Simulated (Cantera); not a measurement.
A freely propagating, adiabatic, planar premixed flame of CO : H2 : O2 : N2 = 1 : 0.4 : 0.737 : 2.77 (molar parts), equivalence ratio 0.95, unburnt at 425 K and 2.20 bar; mixture-averaged transport, grid criteria slope 0.08 and curve 0.16, no radiation.

Detailed kinetics in Cantera: GRI-Mech 3.0 (53 species, 325 reactions). The hydrogen kinetics of GRI-Mech 3.0 are dated; newer H2 mechanisms differ, most at raised pressure. Burning velocities carry a grid error of a few per cent, more on coarse grids.

What does this change do: 0.28 parts H2O added?


```
quantity                    before     after
------------------------  --------  --------
laminar burning velocity  119 cm/s  104 cm/s
thermal thickness         0.226 mm  0.219 mm
peak x(OH)                 0.00860   0.00877
```
